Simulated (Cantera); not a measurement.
A closed system holds: 1 mol CF4, 2.6 mol F2, held at 2925 K and 0.540 bar.

Method: chemical equilibrium by Gibbs-energy minimisation in Cantera with the NASA 1993 tables (ideal gas, pure condensed phases). Candidate condensed phases: C; 13 gas species. Gases not in the tables: C2F6 and larger saturated fluorocarbons. The numbers say what is thermodynamically allowed, not how fast it happens.

### Question
What is the equilibrium state?

### Answer
```json
{
 "x(F)": "0.867",
 "x(CF2)": "0.0816",
 "x(CF4)": "0.0409",
 "x(CF3)": "0.00831",
 "x(CF)": "0.00194",
 "x(F2)": "7.48e-5",
 "x(C2F4)": "1.06e-6",
 "x(C)": "1.03e-6",
 "gas_amount": "7.535 mol",
 "log10 activity of C(graphite) (absent)": "-1.64"
}
```
